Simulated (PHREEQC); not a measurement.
Dissolve 3 mol/kgw NaBr, 0.29 mol/kgw SrCl2 and 4.3e-05 mol/kgw H4SiO4 at 25 °C. Closed to the air; pH follows from the charge balance.

Computed with PHREEQC (Pitzer model, pitzer.dat).

Each row changes one thing in this solution. This is a speciation only: nothing precipitates in the calculation.

```tsv
case	pH	H3SiO4- (mol/kgw)	SI of SiO2(a) (SiO2)
as made	6.34	8.54e-8	-1.43
diluted 10-fold with water	6.92	9.71e-9	?
SrCl2 left out	?	8.65e-8	-1.45
NaBr from 3 to 1.5 mol/kgw	?	9.22e-8	?
SrCl2 from 0.29 to 0.029 mol/kgw	6.43	8.65e-8	-1.45
NaBr from 3 to 0.6 mol/kgw	?	9.23e-8	-1.65
```

**Question.** Fill in the missing entries.

**Answer.** 
- diluted 10-fold with water, SI of SiO2(a) (SiO2): -2.68
- SrCl2 left out, pH: 6.44
- NaBr from 3 to 1.5 mol/kgw, pH: 6.54
- NaBr from 3 to 1.5 mol/kgw, SI of SiO2(a) (SiO2): -1.57
- NaBr from 3 to 0.6 mol/kgw, pH: 6.66

In brines, pH and single-ion activities rest on the MacInnes convention.
